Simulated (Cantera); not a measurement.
Cantera run, input and output.

```python
import numpy as np
import cantera as ct

gas = ct.Solution("gri30.yaml")
gas.TPX = 1050, 400000, {'CO': 0.026, 'O2': 0.0082, 'H2O': 0.00018, 'N2': 4.9}
inlet = ct.Reservoir(gas, clone=True)

reactor = ct.IdealGasConstPressureReactor(gas, energy="off", clone=False)
exhaust = ct.Reservoir(gas, clone=True)
tau = [26, 8.3, 2.6, 0.81, 0.25, 0.079, 0.025, 0.0077, 0.0024, 0.00075, 0.00023][0]
for a, b in ((inlet, reactor), (reactor, exhaust)):
    ct.MassFlowController(a, b, mdot=lambda t: reactor.mass / tau)
net = ct.ReactorNet([reactor])
show = ['CO', 'O2', 'H2O', 'NO', 'O', 'CO2']

rows = []
print(f"{'tau/s':>10s}{'T/K':>9s}" + "".join(f"{s:>11s}" for s in show))
for tau in [26, 8.3, 2.6, 0.81, 0.25, 0.079, 0.025, 0.0077, 0.0024, 0.00075, 0.00023]:
    net.initial_time = 0.0
    net.advance(30 * tau)
    before = gas.X
    net.advance(40 * tau)
    drift = np.max(np.abs(gas.X - before) / (gas.X + 1e-9))
    rows.append([gas.T, *gas[show].X, drift])
    print(f"{tau:10.3e}{gas.T:9.1f}" + "".join(f"{x:11.3e}" for x in gas[show].X))
```

It prints:

```
     tau/s      T/K         CO         O2        H2O         NO          O        CO2
 2.600e+01   1050.0  3.966e-03  1.010e-03  3.578e-05  2.640e-09  1.070e-08  1.306e-03
 8.300e+00   1050.0  4.840e-03  1.447e-03  3.612e-05  3.127e-10  9.236e-09  4.304e-04
 2.600e+00   1050.0  5.164e-03  1.609e-03  3.636e-05  2.154e-11  6.920e-09  1.059e-04
 8.100e-01   1050.0  5.248e-03  1.651e-03  3.645e-05  1.059e-12  4.524e-09  2.150e-05
 2.500e-01   1050.0  5.268e-03  1.661e-03  3.648e-05  3.307e-15  5.865e-10  7.068e-07
 7.900e-02   1050.0  5.269e-03  1.662e-03  3.648e-05  7.796e-17  1.961e-10  4.055e-08
 2.500e-02   1050.0  5.269e-03  1.662e-03  3.648e-05  1.040e-17  1.547e-10  7.336e-09
 7.700e-03   1050.0  5.269e-03  1.662e-03  3.648e-05  2.089e-18  1.312e-10  1.764e-09
 2.400e-03   1050.0  5.269e-03  1.662e-03  3.648e-05  4.414e-19  9.730e-11  4.577e-10
 7.500e-04   1050.0  5.269e-03  1.662e-03  3.648e-05  7.396e-20  5.422e-11  1.161e-10
 2.300e-04   1050.0  5.269e-03  1.662e-03  3.648e-05  8.825e-21  2.213e-11  2.983e-11
```

Cantera simulation using GRI-Mech 3.0 (53 species, 325 reactions); the numbers are that mechanism's predictions, not measurements.
